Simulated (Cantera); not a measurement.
Mixture: CH4 : H2 : O2 : N2 = 1 : 1.3 : 4.08 : 18.3 (molar parts), equivalence ratio 0.65, at 18.8 atm, adiabatic and at constant volume. Ignition delay is the time to a rise of 400 K.

Detailed kinetics in Cantera: GRI-Mech 3.0 (53 species, 325 reactions). The pressure lies above the range GRI-Mech 3.0 was tuned for (to about 10 atm).

Q: What does this change do: H2 1.3 to 0.44 parts?

A: 
| quantity | before | after |
|---|---|---|
| delay at 1225 K | 0.144 ms | 0.263 ms |
| delay at 1325 K | 37.8 µs | 91.4 µs |
| delay at 1425 K | 15.3 µs | 41.3 µs |
| delay at 1525 K | 7.80 µs | 21.2 µs |
| delay at 1625 K | 4.49 µs | 11.6 µs |
| delay at 1725 K | 2.78 µs | 6.68 µs |
| apparent activation energy between 1525 and 1725 K | 110 kJ/mol | 130 kJ/mol |
